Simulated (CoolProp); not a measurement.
Normal hydrogen along the isotherm 41.4 K: density (kg/m³) from the reference equation and from simpler models built on Tc = 33.1 K, pc = 1.296 MPa, ω = -0.219; each cubic takes its own stable root.

Values from CoolProp's reference Helmholtz-energy equation of state, Leachman 2009.

| p (MPa) | phase | reference |
|---|---|---|
| 0.0102 | gas | 0.05982 |
| 0.021 | gas | 0.1233 |
| 0.0432 | gas | 0.2545 |
| 0.0887 | gas | 0.5259 |
| 0.182 | gas | 1.094 |
| 0.374 | gas | 2.313 |
| 0.769 | gas | 5.074 |
| 1.58 | supercritical | 12.30 |
| 3.24 | supercritical | 35.82 |

Task: How far does each simpler model (ideal gas, Redlich-Kwong) lie from the reference over these 9 states: mean and median of the absolute difference, and the worst?

Result: 
- ideal gas: mean 10.3 %, median 2.6 %, worst -47.0 % at 41.4 K and 3.24 MPa
- Redlich-Kwong: mean 2.0 %, median 0.1 %, worst -13.9 % at 41.4 K and 3.24 MPa
